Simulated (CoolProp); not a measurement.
A simple Rankine cycle with n-perfluorobutane: condensing at 293.15 K, boiler at 1.38 MPa, turbine inlet 401.2 K, turbine efficiency 0.9, pump efficiency 0.8, no recuperator. Each further row changes one setting.

The numbers come from the reference Helmholtz-energy equation of state, Gao 2022 in CoolProp.

```csv
case,thermal efficiency (%),net work (kJ/kg),heat in (kJ/kg),turbine exit temperature (K),volume ratio over the turbine
as stated,10.4,…,180,371.2,6.76
turbine inlet 421.2 K,…,…,200,391.4,…
condensing temperature 285.15 K,11.5,21.8,189,367.5,…
boiler pressure 0.966 MPa,8.6,…,184,378.5,4.46
turbine efficiency 0.8,9.2,16.5,180,…,6.80
```

Problem. What belongs in the gaps?

Solution. 
- as stated, net work (kJ/kg): 18.7
- turbine inlet 421.2 K, thermal efficiency (%): 10.1
- turbine inlet 421.2 K, net work (kJ/kg): 20.2
- turbine inlet 421.2 K, volume ratio over the turbine: 6.51
- condensing temperature 285.15 K, volume ratio over the turbine: 8.89
- boiler pressure 0.966 MPa, net work (kJ/kg): 15.8
- turbine efficiency 0.8, turbine exit temperature (K): 373.5
